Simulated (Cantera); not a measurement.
An isothermal, constant-pressure homogeneous reactor starts with 56.5 % CH4, 43.5 % CO2, at 1325 K and 760 Torr.

Model: GRI-Mech 3.0 (53 species, 325 reactions), integrated in Cantera.

Predict: x(CH4) at 2.00 s; x(CO2) at 2.00 s; x(CH3) at 2.00 s.


```json
{
  "x(CH4) at 2.00 s": "0.529 (gas-phase equilibrium 0.0662)",
  "x(CO2) at 2.00 s": "0.424 (gas-phase equilibrium 1.85e-5)",
  "x(CH3) at 2.00 s": "2.17e-5 (gas-phase equilibrium 3.12e-6)"
}
```
